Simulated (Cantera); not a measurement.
Input (Python, Cantera):

```python
import numpy as np
import cantera as ct

surf = ct.Interface("ptcombust.yaml", "Pt_surf")
gas = surf.adjacent["gas"]
gas.TPX = 773, 21000, {'CO': 0.0047, 'O2': 0.048, 'N2': 0.79}
surf.TP = 773, 21000
reactor = ct.FlowReactor(gas, clone=False)
reactor.area = 0.0001  # m2
reactor.surface_area_to_volume_ratio = 3800  # 1/m
reactor.mass_flow_rate = 1.2 * reactor.area * gas.density  # inlet velocity 1.2 m/s
reactor.energy_enabled = False
wall = ct.ReactorSurface(surf, reactor, clone=False)
net = ct.ReactorNet([reactor])
net.rtol, net.atol = 1e-8, 1e-16
show, cover = ['CO', 'O2', 'H2O', 'CO2'], ['PT(S)', 'H(S)', 'O(S)', 'OH(S)', 'CO(S)', 'C(S)']

rows = []
print(f"{'z/m':>9s}{'u/(m/s)':>9s}" + "".join(f"{s:>13s}" for s in show + cover))
for z in [3.6e-05, 7.7e-05, 0.00017, 0.00036, 0.00077, 0.0017, 0.0036]:
    net.advance(z)
    rows.append([reactor.speed, *gas[show].X, *surf[cover].coverages])
    print(f"{z:9.4g}{rows[-1][0]:9.3g}" + "".join(f"{x:13.4e}" for x in rows[-1][1:]))
```

It prints:

```
      z/m  u/(m/s)           CO           O2          H2O          CO2        PT(S)         H(S)         O(S)        OH(S)        CO(S)         C(S)
  3.6e-05      1.2   2.0963e-03   5.5314e-02   4.9838e-32   3.4908e-03   9.0305e-02   2.4593e-24   9.0880e-01   4.6577e-19   8.8996e-04   1.5439e-16
  7.7e-05      1.2   1.5736e-03   5.5067e-02   2.3180e-32   4.0149e-03   7.8870e-02   2.6434e-25   9.2063e-01   8.8794e-19   5.0331e-04   7.5277e-17
  0.00017      1.2   9.4878e-04   5.4771e-02   7.2942e-32   4.6415e-03   7.0173e-02  -1.5396e-25   9.2959e-01   3.0094e-19   2.3802e-04   3.1368e-17
  0.00036      1.2   4.0447e-04   5.4514e-02   1.9419e-31   5.1873e-03   6.4805e-02   1.6712e-24   9.3511e-01   3.9677e-19   8.6047e-05   1.0411e-17
  0.00077      1.2   7.8710e-05   5.4360e-02   1.3746e-33   5.5140e-03   6.2197e-02   1.5299e-24   9.3779e-01   4.3470e-19   1.5382e-05   1.7811e-18
   0.0017      1.2   2.2447e-06   5.4324e-02   1.1609e-31   5.5907e-03   6.1636e-02   1.2410e-24   9.3836e-01   3.4186e-19   4.3054e-07   4.9372e-20
   0.0036      1.2   1.6240e-09   5.4323e-02   2.7214e-33   5.5929e-03   6.1620e-02   1.5445e-24   9.3838e-01   4.4323e-19   3.1132e-10   3.5690e-23
```

Cantera simulation using Deutschmann's 1995 Pt surface mechanism with GRI-Mech 3.0 gas chemistry; the numbers are that mechanism's predictions, not measurements. Catalytic surfaces can have several steady states; this one follows from the mechanism file's or the stated starting coverage. Mass transfer to the wall is taken as infinitely fast.
